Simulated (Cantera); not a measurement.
Cantera run:

```python
import numpy as np
import cantera as ct

gas_names = """
    CL CL2 H HCL H2 N NH NH2 NH3 N2 N2H2 N2H4 Si SiCL SiCL2 SiCL3 SiCL4 SiH SiHCL3 SiH2 SiH2CL2 SiH3
    SiH3CL SiH4 SiN Si2 Si2N Si3
""".split()
cond_names = """
    NH4CL(a) NH4CL(b) Si(cr) Si(L) Si3N4(a)
""".split()


# ... load() reads the species with a 1 bar reference pressure and builds the phases ...
atoms = {
    'SiHCl3': {'Si': 1, 'H': 1, 'CL': 3},
    'NH3': {'N': 1, 'H': 3},
}
top_T = {'Si3N4(a)': 2400}  # K; cautious upper limits of use, not melting points


# ... equilibrate(T, P, feed) seeds the gas with the atoms and calls Mixture.equilibrate('TP', solver="vcs", rtol=1e-11, max_steps=5000) ...
results = []
T = 898  # K
P = 1333.22  # Pa
for m in [1.4, 1.8, 2.4, 3.1, 4, 5.2, 6.8, 8.9, 12, 15, 20]:
    feed = {'SiHCl3': 1, 'NH3': m}  # mol
    mix = equilibrate(T, P, feed)
    results.append((T, P, feed, dict(zip(mix.species_names, mix.species_moles))))

top = {s: max(r[3][s] / sum(r[3][g] for g in gas_names) for r in results) for s in gas_names}
cols = sorted((s for s in top if top[s] > 0.0001), key=lambda s: -top[s])[:5]
seen = [c for c in cond_names if any(r[3].get(c, 0) > 1e-12 for r in results)]
print("log10 of partial pressures in bar; condensed amounts in mol")
print(f"{'n(NH3)':>10s}" + "".join(f"{s[:9]:>10s}" for s in cols + seen))
for T, P, feed, n in results:
    ng = sum(n[g] for g in gas_names)
    print(f"{feed['NH3']:10.4g}" + "".join(f"{np.log10(max(n[s] / ng * P / 1e5, 1e-99)):10.3f}" for s in cols)
          + "".join(f"{n.get(c, 0):10.4g}" for c in seen))
```

It prints:

```
log10 of partial pressures in bar; condensed amounts in mol
    n(NH3)        H2       HCL        N2     SiCL4    SiHCL3  Si3N4(a)
       1.4    -2.224    -2.275    -3.053    -2.936    -5.441    0.2167
       1.8    -2.205    -2.288    -2.934    -3.109    -5.581    0.2389
       2.4    -2.180    -2.319    -2.832    -3.349    -5.766    0.2652
       3.1    -2.156    -2.360    -2.760    -3.612    -5.962    0.2874
         4    -2.131    -2.417    -2.701    -3.929    -6.197    0.3058
       5.2    -2.106    -2.493    -2.651    -4.312    -6.481     0.319
       6.8    -2.083    -2.584    -2.610    -4.749    -6.804    0.3266
       8.9    -2.065    -2.685    -2.578    -5.213    -7.148    0.3304
        12    -2.048    -2.804    -2.552    -5.739    -7.539    0.3322
        15    -2.039    -2.895    -2.536    -6.133    -7.832    0.3327
        20    -2.029    -3.015    -2.521    -6.641    -8.211    0.3331
```

Method: chemical equilibrium by Gibbs-energy minimisation in Cantera with the NASA 1993 tables (ideal gas, pure condensed phases). The tables' values for SiCl3 are old estimates; treat these amounts as uncertain.
